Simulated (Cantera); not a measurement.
A freely propagating, adiabatic, planar premixed flame of CH4 : O2 : N2 = 1 : 1.67 : 4.5 (molar parts), unburnt at 425 K and 1.50 bar; mixture-averaged transport, grid criteria slope 0.08 and curve 0.16, no radiation.

Detailed kinetics in Cantera: GRI-Mech 3.0 (53 species, 325 reactions). Burning velocities carry a grid error of a few per cent, more on coarse grids.

Problem. How do the results move with these cheaper or finer settings: unity-Lewis-number transport; multicomponent transport; multicomponent+Soret transport; grid criteria slope 0.5, curve 1; grid criteria slope 0.25, curve 0.5; grid criteria slope 0.03, curve 0.06?

Solution. 
```json
[
 {"setting": "as above", "laminar burning velocity": "96.2 cm/s", "thermal thickness": "0.200 mm", "peak x(HO2)": "0.000230", "peak x(O)": "0.00288", "grid points": "158"},
 {"setting": "unity-Lewis-number transport", "laminar burning velocity": "63.6 cm/s", "thermal thickness": "0.252 mm", "peak x(HO2)": "0.000120", "peak x(O)": "0.00338", "grid points": "146"},
 {"setting": "multicomponent transport", "laminar burning velocity": "96.1 cm/s", "thermal thickness": "0.204 mm", "peak x(HO2)": "0.000227", "peak x(O)": "0.00287", "grid points": "159"},
 {"setting": "multicomponent+Soret transport", "laminar burning velocity": "95.5 cm/s", "thermal thickness": "0.202 mm", "peak x(HO2)": "0.000231", "peak x(O)": "0.00300", "grid points": "158"},
 {"setting": "grid criteria slope 0.5, curve 1", "laminar burning velocity": "99.5 cm/s", "thermal thickness": "0.225 mm", "peak x(HO2)": "0.000222", "peak x(O)": "0.00293", "grid points": "41"},
 {"setting": "grid criteria slope 0.25, curve 0.5", "laminar burning velocity": "98.6 cm/s", "thermal thickness": "0.206 mm", "peak x(HO2)": "0.000228", "peak x(O)": "0.00295", "grid points": "66"},
 {"setting": "grid criteria slope 0.03, curve 0.06", "laminar burning velocity": "95.3 cm/s", "thermal thickness": "0.199 mm", "peak x(HO2)": "0.000230", "peak x(O)": "0.00286", "grid points": "373"}
]
```
The base run took very roughly 5 core-seconds.
Unity Lewis numbers drop preferential diffusion, which matters most where H2 and H carry the flame; Soret adds thermal diffusion.
